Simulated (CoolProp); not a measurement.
Saturated liquid density (kg/m³) of methanol: the reference equation beside estimates from Tc = 513.4 K, pc = 8216 kPa, ω = 0.565. Rackett uses Z = 0.29056 − 0.08775 ω.

Model: reference Helmholtz-energy equation of state, de Reuck 1993, in CoolProp.

```tsv
T (K)	reference	Rackett	Redlich-Kwong
360	725.4	701.0	509.7
370.4	714.0	687.1	498.4
380.8	702.2	672.8	486.6
391.2	689.7	657.9	474.2
401.6	676.5	642.5	461.1
412	662.4	626.5	447.4
422.4	647.3	609.6	432.9
432.8	631.0	591.8	417.5
443.2	613.1	572.9	401.0
453.6	593.4	552.6	383.3
```

Absolute difference from the reference over all 10 rows, mean and median: Rackett 5.2 and 5.2 %, Redlich-Kwong 32.3 and 32.1 %.
